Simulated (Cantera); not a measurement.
What does this Cantera script print?

```python
import numpy as np
import cantera as ct

gas_names = """
    CL CLO CL2 H HCL HNO HNO2 HNO3 HOCL HO2 H2 H2O H2O2 Mg MgCL MgCL2 MgH MgN MgO MgOH MgO2H2 Mg2 N NH
    NH2 NH3 NH2OH NO NO2 NO3 N2 N2H2 N2H4 N2O O OH O2 O3
""".split()
cond_names = """
    H2O(s) H2O(L) Mg(cr) Mg(L) MgCL2(s) MgCL2(L) MgO(s) MgO(L) MgO2H2(s) NH4CL(a) NH4CL(b)
""".split()


# ... load() reads the species with a 1 bar reference pressure and builds the phases ...
atoms = {
    'MgCl2': {'Mg': 1, 'CL': 2},
    'H2O': {'H': 2, 'O': 1},
    'N2': {'N': 2},
}
top_T = {}  # K; cautious upper limits of use, not melting points


# ... equilibrate(T, P, feed) seeds the gas with the atoms and calls Mixture.equilibrate('TP', solver="vcs", rtol=1e-11, max_steps=5000) ...
results = []
feed = {'MgCl2': 1, 'H2O': 0.74, 'N2': 330}  # mol
P = 7.7  # Pa
for T in [1123, 1223, 1323, 1423, 1523, 1623, 1723, 1823, 1923, 2023, 2123, 2223]:
    mix = equilibrate(T, P, feed)
    results.append((T, P, feed, dict(zip(mix.species_names, mix.species_moles))))

top = {s: max(r[3][s] / sum(r[3][g] for g in gas_names) for r in results) for s in gas_names}
cols = sorted((s for s in top if top[s] > 1e-05), key=lambda s: -top[s])[:9]
seen = [c for c in cond_names if any(r[3].get(c, 0) > 1e-12 for r in results)]
print("log10 of partial pressures in bar; condensed amounts in mol")
print(f"{'T/K':>10s}" + "".join(f"{s[:9]:>10s}" for s in cols + seen))
for T, P, feed, n in results:
    ng = sum(n[g] for g in gas_names)
    print(f"{T:10.4g}" + "".join(f"{np.log10(max(n[s] / ng * P / 1e5, 1e-99)):10.3f}" for s in cols)
          + "".join(f"{n.get(c, 0):10.4g}" for c in seen))
```

Result:

```
log10 of partial pressures in bar; condensed amounts in mol
       T/K        N2        CL       HCL         H        Mg         O     MgCL2       H2O        O2    MgO(s)
      1123    -4.116    -9.158    -6.466   -12.100   -14.544   -17.153    -7.218    -9.617   -17.593     0.739
      1223    -4.116    -8.603    -6.469   -10.975   -12.659   -15.265    -7.213    -9.085   -15.743    0.7365
      1323    -4.116    -8.134    -6.479   -10.021   -11.047   -13.677    -7.204    -8.657   -14.204    0.7305
      1423    -4.116    -7.734    -6.500    -9.208    -9.648   -12.329    -7.188    -8.325   -12.916    0.7195
      1523    -4.116    -7.374    -6.537    -8.531    -8.468   -11.126    -7.184    -8.065   -11.735    0.7025
      1623    -4.116    -7.009    -6.587    -8.003    -7.625    -9.882    -7.275    -7.784   -10.322    0.6653
      1723    -4.117    -6.688    -6.692    -7.593    -7.091    -8.573    -7.572    -7.442    -8.655    0.5279
      1823    -4.119    -6.505    -6.885    -7.224    -6.657    -7.569    -8.082    -7.292    -7.495         0
      1923    -4.119    -6.425    -7.083    -6.833    -6.641    -7.232    -9.080    -7.603    -7.582         0
      2023    -4.120    -6.376    -7.412    -6.609    -6.639    -6.998   -10.038    -8.208    -7.798         0
      2123    -4.120    -6.352    -7.842    -6.515    -6.639    -6.876   -10.947    -9.069    -8.176         0
      2223    -4.120    -6.343    -8.301    -6.484    -6.639    -6.824   -11.802   -10.020    -8.638         0
```

These are equilibrium values from Cantera (NASA tables, ideal gas, pure condensed phases), not measurements of a reactor.
